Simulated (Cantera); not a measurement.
Feed: 1 mol Si, 0.75 mol Cl2, 3.2 mol H2, 1.2 mol HF.

Points: T (K) = 925, 975, 1025, 1075, 1125, 1175, 1225, 1275, 1325, 1375, 1425, 1475, 1525, 1575; P (Pa) = 1, 3.2, 10, 32, 100, 320, 1000, 3200, 10000, 32000, 100000.

Cantera's Mixture.equilibrate('TP', solver="vcs", rtol=1e-11, max_steps=5000) on the NASA tables stopped like this:

```
ERROR: FAILURE its = 5001!

*******************************************************************************
CanteraError thrown by MultiPhase::equilibrate:
VCS solver failed. Return code: -1
*******************************************************************************
```

### Question
What got this run through?

### Answer
One answer among several that fit: The failure is numerical, not chemical. The same input converged with solver="gibbs", rtol=1e-10, max_steps=50000, and the result passed a check of the equilibrium conditions:
```
    925          1  Si(cr)
    975          1  Si(cr)
   1025          1  Si(cr)
   1075          1  Si(cr)
   1125          1  Si(cr)
   1175          1  Si(cr)
   1225          1  Si(cr)
   1275          1  Si(cr)
   1325          1  Si(cr)
   1375          1  Si(cr)
   1425          1  Si(cr)
   1475          1  Si(cr)
   1525          1  Si(cr)
   1575          1  Si(cr)
    925        3.2  Si(cr)
    975        3.2  Si(cr)
   1025        3.2  Si(cr)
   1075        3.2  Si(cr)
   1125        3.2  Si(cr)
   1175        3.2  Si(cr)
   1225        3.2  Si(cr)
   1275        3.2  Si(cr)
   1325        3.2  Si(cr)
   1375        3.2  Si(cr)
   1425        3.2  Si(cr)
   1475        3.2  Si(cr)
   1525        3.2  Si(cr)
   1575        3.2  Si(cr)
    925         10  Si(cr)
    975         10  Si(cr)
   1025         10  Si(cr)
   1075         10  Si(cr)
   1125         10  Si(cr)
   1175         10  Si(cr)
   1225         10  Si(cr)
   1275         10  Si(cr)
   1325         10  Si(cr)
   1375         10  Si(cr)
   1425         10  Si(cr)
   1475         10  Si(cr)
   1525         10  Si(cr)
   1575         10  Si(cr)
    925         32  Si(cr)
    975         32  Si(cr)
   1025         32  Si(cr)
   1075         32  Si(cr)
   1125         32  Si(cr)
   1175         32  Si(cr)
   1225         32  Si(cr)
   1275         32  Si(cr)
   1325         32  Si(cr)
   1375         32  Si(cr)
   1425         32  Si(cr)
   1475         32  Si(cr)
   1525         32  Si(cr)
   1575         32  Si(cr)
    925        100  Si(cr)
    975        100  Si(cr)
   1025        100  Si(cr)
   1075        100  Si(cr)
   1125        100  Si(cr)
   1175        100  Si(cr)
   1225        100  Si(cr)
   1275        100  Si(cr)
   1325        100  Si(cr)
   1375        100  Si(cr)
   1425        100  Si(cr)
   1475        100  Si(cr)
   1525        100  Si(cr)
   1575        100  Si(cr)
    925        320  Si(cr)
    975        320  Si(cr)
   1025        320  Si(cr)
   1075        320  Si(cr)
   1125        320  Si(cr)
   1175        320  Si(cr)
   1225        320  Si(cr)
   1275        320  Si(cr)
   1325        320  Si(cr)
   1375        320  Si(cr)
   1425        320  Si(cr)
   1475        320  Si(cr)
   1525        320  Si(cr)
   1575        320  Si(cr)
    925       1000  Si(cr)
    975       1000  Si(cr)
   1025       1000  Si(cr)
   1075       1000  Si(cr)
   1125       1000  Si(cr)
   1175       1000  Si(cr)
   1225       1000  Si(cr)
   1275       1000  Si(cr)
   1325       1000  Si(cr)
   1375       1000  Si(cr)
   1425       1000  Si(cr)
   1475       1000  Si(cr)
   1525       1000  Si(cr)
   1575       1000  Si(cr)
    925       3200  Si(cr)
    975       3200  Si(cr)
   1025       3200  Si(cr)
   1075       3200  Si(cr)
   1125       3200  Si(cr)
   1175       3200  Si(cr)
   1225       3200  Si(cr)
   1275       3200  Si(cr)
   1325       3200  Si(cr)
   1375       3200  Si(cr)
   1425       3200  Si(cr)
   1475       3200  Si(cr)
   1525       3200  Si(cr)
   1575       3200  Si(cr)
    925      1e+04  Si(cr)
    975      1e+04  Si(cr)
   1025      1e+04  Si(cr)
   1075      1e+04  Si(cr)
   1125      1e+04  Si(cr)
   1175      1e+04  Si(cr)
   1225      1e+04  Si(cr)
   1275      1e+04  Si(cr)
   1325      1e+04  Si(cr)
   1375      1e+04  Si(cr)
   1425      1e+04  Si(cr)
   1475      1e+04  Si(cr)
   1525      1e+04  Si(cr)
   1575      1e+04  Si(cr)
    925    3.2e+04  Si(cr)
    975    3.2e+04  Si(cr)
   1025    3.2e+04  Si(cr)
   1075    3.2e+04  Si(cr)
   1125    3.2e+04  Si(cr)
   1175    3.2e+04  Si(cr)
   1225    3.2e+04  Si(cr)
   1275    3.2e+04  Si(cr)
   1325    3.2e+04  Si(cr)
   1375    3.2e+04  Si(cr)
   1425    3.2e+04  Si(cr)
   1475    3.2e+04  Si(cr)
   1525    3.2e+04  Si(cr)
   1575    3.2e+04  Si(cr)
    925      1e+05  Si(cr)
    975      1e+05  Si(cr)
   1025      1e+05  Si(cr)
   1075      1e+05  Si(cr)
   1125      1e+05  Si(cr)
   1175      1e+05  Si(cr)
   1225      1e+05  Si(cr)
   1275      1e+05  Si(cr)
   1325      1e+05  Si(cr)
   1375      1e+05  Si(cr)
   1425      1e+05  Si(cr)
   1475      1e+05  Si(cr)
   1525      1e+05  Si(cr)
   1575      1e+05  Si(cr)
```

The gas is ideal and each condensed phase is pure. The tables' values for SiCl3, SiF2, SiF3 are old estimates.
